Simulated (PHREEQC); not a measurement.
0.2 mol of Cerargyrite (AgCl) is brought to equilibrium with 1 kg of water holding 0.027 mol HCl, at 20 °C under several pressures of CO2. Oxygen is held at 0.21 atm. Only these solids could form: Cerargyrite, Ag2O, Ag2CO3.

Model: ion-association model, wateq4f.dat, run in PHREEQC.

```csv
log pCO2 (atm),pH,dissolved Ag (mol/kgw),dissolved Cl (mol/kgw),CO2 (mol/kgw)
-5,1.62,8.91e-7,0.0270,3.89e-7
-4.5,1.62,8.91e-7,0.0270,1.23e-6
-4,1.62,8.91e-7,0.0270,3.89e-6
-3.5,1.62,8.91e-7,0.0270,1.23e-5
-3,1.62,8.91e-7,0.0270,3.89e-5
-2.5,1.62,8.91e-7,0.0270,0.000123
-2,1.62,8.91e-7,0.0270,0.000389
-1.5,1.62,8.91e-7,0.0270,0.00123
-1,1.62,8.91e-7,0.0270,0.00389
-0.5,1.62,8.91e-7,0.0270,0.0123
0,1.62,8.91e-7,0.0270,0.0389
```
